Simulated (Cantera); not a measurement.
Gas mixture: O2 = 0.16 (molar parts), at 5.00 bar, frozen composition.

Cantera's kinetic-theory transport with the Lennard-Jones parameters of GRI-Mech 3.0, ideal gas; thermal conductivity in the mixture-averaged form.

One state of this run: ρ (kg/m³) = 1.37; cp (J/kg/K) = 1134; μ (µPa s) = 59.7; λ (mW/m/K) = 95.7; Pr = 0.707; D (cm²/s) O = 0.903; D (cm²/s) CH3 = 0.644; D (cm²/s) C2H2 = 0.486. D: mixture-averaged diffusion coefficient of that species in the mixture.

### Question
Which value of T (K) does it belong to?
A) 1650
B) 2150
C) 1400
D) 1150

### Answer
C, 1400
